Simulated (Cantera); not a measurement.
Input (Python, Cantera) and output of one run.

```python
import numpy as np
import cantera as ct

gas_names = """
    H HO2 H2 H2O H2O2 O OH O2 O3 V VO VO2
""".split()
cond_names = """
    H2O(s) H2O(L) V(cr) V(L) VO(s) VO(L) V2O3(s) V2O3(L) V2O4(I) V2O4(II) V2O4(L) V2O5(s) V2O5(L)
""".split()


# ... load() reads the species with a 1 bar reference pressure and builds the phases ...
atoms = {
    'V2O5': {'V': 2, 'O': 5},
    'H2': {'H': 2},
    'H2O': {'H': 2, 'O': 1},
}
top_T = {}  # K; cautious upper limits of use, not melting points


# ... equilibrate(T, P, feed) seeds the gas with the atoms and calls Mixture.equilibrate('TP', solver="vcs", rtol=1e-11, max_steps=5000) ...
results = []
P = 280000  # Pa
for T in [1550, 1600, 1650, 1700, 1750, 1800, 1850, 1900, 1950, 2000, 2050, 2100, 2150]:
    for m in [49, 65, 86, 110, 150, 200, 270, 350, 470, 620, 820]:
        feed = {'V2O5': 1, 'H2': m, 'H2O': 3.8}  # mol
        mix = equilibrate(T, P, feed)
        results.append((T, P, feed, dict(zip(mix.species_names, mix.species_moles))))

for T, P, feed, n in results:
    print(f"{T:7g} {feed['H2']:10.4g}  " + (" + ".join(c for c in cond_names if n.get(c, 0) > 1e-12) or "gas only"))
```

Output:

```
   1550         49  V2O3(s)
   1550         65  V2O3(s)
   1550         86  V2O3(s)
   1550        110  V2O3(s)
   1550        150  V2O3(s)
   1550        200  V2O3(s)
   1550        270  V2O3(s)
   1550        350  V2O3(s)
   1550        470  V2O3(s)
   1550        620  V2O3(s)
   1550        820  V2O3(s)
   1600         49  V2O3(s)
   1600         65  V2O3(s)
   1600         86  V2O3(s)
   1600        110  V2O3(s)
   1600        150  V2O3(s)
   1600        200  V2O3(s)
   1600        270  V2O3(s)
   1600        350  V2O3(s)
   1600        470  V2O3(s)
   1600        620  V2O3(s)
   1600        820  V2O3(s)
   1650         49  V2O3(s)
   1650         65  V2O3(s)
   1650         86  V2O3(s)
   1650        110  V2O3(s)
   1650        150  V2O3(s)
   1650        200  V2O3(s)
   1650        270  V2O3(s)
   1650        350  V2O3(s)
   1650        470  V2O3(s)
   1650        620  V2O3(s)
   1650        820  VO(s) + V2O3(s)
   1700         49  V2O3(s)
   1700         65  V2O3(s)
   1700         86  V2O3(s)
   1700        110  V2O3(s)
   1700        150  V2O3(s)
   1700        200  V2O3(s)
   1700        270  V2O3(s)
   1700        350  V2O3(s)
   1700        470  V2O3(s)
   1700        620  VO(s) + V2O3(s)
   1700        820  VO(s)
   1750         49  V2O3(s)
   1750         65  V2O3(s)
   1750         86  V2O3(s)
   1750        110  V2O3(s)
   1750        150  V2O3(s)
   1750        200  V2O3(s)
   1750        270  V2O3(s)
   1750        350  V2O3(s)
   1750        470  V2O3(s)
   1750        620  VO(s)
   1750        820  VO(s)
   1800         49  V2O3(s)
   1800         65  V2O3(s)
   1800         86  V2O3(s)
   1800        110  V2O3(s)
   1800        150  V2O3(s)
   1800        200  V2O3(s)
   1800        270  V2O3(s)
   1800        350  V2O3(s)
   1800        470  VO(s)
   1800        620  VO(s)
   1800        820  VO(s)
   1850         49  V2O3(s)
   1850         65  V2O3(s)
   1850         86  V2O3(s)
   1850        110  V2O3(s)
   1850        150  V2O3(s)
   1850        200  V2O3(s)
   1850        270  V2O3(s)
   1850        350  VO(s) + V2O3(s)
   1850        470  VO(s)
   1850        620  VO(s)
   1850        820  VO(s)
   1900         49  V2O3(s)
   1900         65  V2O3(s)
   1900         86  V2O3(s)
   1900        110  V2O3(s)
   1900        150  V2O3(s)
   1900        200  V2O3(s)
   1900        270  V2O3(s)
   1900        350  VO(s)
   1900        470  VO(s)
   1900        620  VO(s)
   1900        820  VO(s)
   1950         49  V2O3(s)
   1950         65  V2O3(s)
   1950         86  V2O3(s)
   1950        110  V2O3(s)
   1950        150  V2O3(s)
   1950        200  V2O3(s)
   1950        270  VO(s) + V2O3(s)
   1950        350  VO(s)
   1950        470  VO(s)
   1950        620  VO(s)
   1950        820  VO(s)
   2000         49  V2O3(s)
   2000         65  V2O3(s)
   2000         86  V2O3(s)
   2000        110  V2O3(s)
   2000        150  V2O3(s)
   2000        200  V2O3(s)
   2000        270  VO(s)
   2000        350  VO(s)
   2000        470  VO(s)
   2000        620  VO(s)
   2000        820  VO(s)
   2050         49  V2O3(s)
   2050         65  V2O3(s)
   2050         86  V2O3(s)
   2050        110  V2O3(s)
   2050        150  V2O3(s)
   2050        200  VO(s) + V2O3(s)
   2050        270  VO(s)
   2050        350  VO(s)
   2050        470  VO(s)
   2050        620  VO(s)
   2050        820  VO(s)
   2100         49  V2O3(s)
   2100         65  V2O3(s)
   2100         86  V2O3(s)
   2100        110  V2O3(s)
   2100        150  VO(L) + V2O3(s)
   2100        200  VO(L)
   2100        270  VO(L)
   2100        350  VO(L)
   2100        470  VO(L)
   2100        620  VO(L)
   2100        820  VO(L)
   2150         49  V2O3(s)
   2150         65  V2O3(s)
   2150         86  V2O3(s)
   2150        110  VO(L) + V2O3(s)
   2150        150  VO(L)
   2150        200  VO(L)
   2150        270  VO(L)
   2150        350  VO(L)
   2150        470  VO(L)
   2150        620  VO(L)
   2150        820  VO(L)
```

Cantera equilibrium calculation (NASA polynomials, part measured and part estimated; ideal gas, pure solids and liquids). Mutual solubility and eutectic melting of coexisting phases are not modelled. VO: taken at fixed stoichiometry. Condensed phases not in the tables: the oxides between V2O3 and V2O5 other than VO2.
